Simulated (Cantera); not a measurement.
An isothermal, constant-pressure homogeneous reactor starts with H2 : O2 : N2 = 0.94 : 1 : 3.8 (molar parts), at 1150 K and 97.5 Torr. Integrator tolerance rtol = 1e-08.

Cantera simulation using the H2/O2 subset of GRI-Mech 3.0, which has no nitrogen chemistry; the numbers are that mechanism's predictions, not measurements. The temperature is held fixed by assumption; the heat of reaction is taken as removed at once.

Question: What does this change do: temperature 1150 to 800 K?

Answer: 
```csv
quantity,before,after
x(H2) at 2.00 s,2.95e-8 (gas-phase equilibrium 6.75e-9),0.0859 (gas-phase equilibrium <1e-12)
x(O2) at 2.00 s,0.101 (gas-phase equilibrium 0.101),0.139 (gas-phase equilibrium 0.101)
x(O) at 2.00 s,3.46e-8 (gas-phase equilibrium 7.36e-9),5.74e-10 (gas-phase equilibrium <1e-12)
x(H2O) at 2.00 s,0.178 (gas-phase equilibrium 0.178),0.0848 (gas-phase equilibrium 0.178)
x(H) at 2.00 s,1.57e-10 (gas-phase equilibrium 1.71e-11),2.82e-9 (gas-phase equilibrium <1e-12)
x(H2O2) at 2.00 s,1.34e-9 (gas-phase equilibrium 3.06e-10),3.81e-5 (gas-phase equilibrium 2.37e-12)
```
Radical loss at walls, strong at low pressure, is not modelled. Below about 950 K walls govern HO2 and H2O2 in real vessels.
